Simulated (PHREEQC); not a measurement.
## Spent oxide etchant: speciation

Make-up at 25 °C: 65 mmol/kgw HF, 37 mmol/kgw (NH4)2SiF6, 0.077 mmol/kgw HBF4 and 13 mmol/kgw HCl. Closed to the air; pH follows from the charge balance.

All values are PHREEQC results (ion-association model, wateq4f.dat), not measurements.

Precipitation was switched off in this run.

**Question.** What pH does the model give?

**Answer.** pH 1.86.

**Question.** In which forms is F present?

**Answer.** SiF6-2 77 %, HF 17 %, H2F2 4.3 %, F- 1.1 % of the F.

Complexes and solids missing from the database can't appear. SiF6-2 is the database's only silicon fluoride. Real BF4- forms and hydrolyses slowly; the run takes it at equilibrium.
